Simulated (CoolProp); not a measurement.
Aqueous ethylene glycol as a coolant, at 30 °C, 1 atm.

Computed with CoolProp (Melinder's fits for secondary coolants).

| mass % | freezing point (°C) | conductivity (W/(m K)) | viscosity (mPa s) | Prandtl number | density (kg/m³) |
|---|---|---|---|---|---|
| 3.1 | -1.0 | 0.600 | 0.851 | 5.87 | 999.1 |
| 8.4 | -2.8 | ? | 0.957 | 6.79 | 1006 |
| 13.7 | -4.9 | 0.548 | 1.09 | 7.96 | 1013 |
| 18.9 | -7.4 | 0.524 | 1.24 | 9.31 | 1019 |
| 24.2 | -10.4 | 0.500 | ? | 10.9 | 1026 |
| 29.5 | ? | 0.476 | 1.62 | 12.8 | 1033 |
| 34.8 | -18.7 | 0.454 | 1.85 | 14.9 | 1040 |
| 40.1 | ? | 0.433 | 2.11 | 17.4 | 1047 |
| 45.4 | -30.0 | 0.412 | 2.42 | 20.3 | ? |
| 50.7 | -37.0 | 0.393 | 2.78 | 23.7 | 1060 |
| 56 | -44.8 | 0.375 | 3.20 | ? | 1066 |

Problem. Complete the blanks.

Solution. 
- 8.4, conductivity (W/(m K)): 0.574
- 24.2, viscosity (mPa s): 1.42
- 29.5, freezing point (°C): -14.2
- 40.1, freezing point (°C): -23.9
- 45.4, density (kg/m³): 1054
- 56, Prandtl number: 27.7
